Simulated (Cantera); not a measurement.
**Ignition delay**

Mixture: CO : H2 : CH4 : O2 : N2 = 1 : 1.3 : 0.2 : 0.969 : 3.64 (molar parts), equivalence ratio 1.6, at 750 Torr, adiabatic and at constant pressure. Ignition delay is the time to a rise of 400 K.

Computed with Cantera and GRI-Mech 3.0 (53 species, 325 reactions). Where the delays flatten at high temperature, the 400 K rule measures the pace of heat release, not the induction time.

```csv
T0 (K),delay (ms)
1125,0.206
1225,0.0930
1325,0.0523
1425,0.0334
1525,0.0231
1625,0.0169
1725,0.0129
1825,0.0101
1925,0.00820
```

The apparent activation energy between 1725 and 1925 K comes out as 62 kJ/mol.
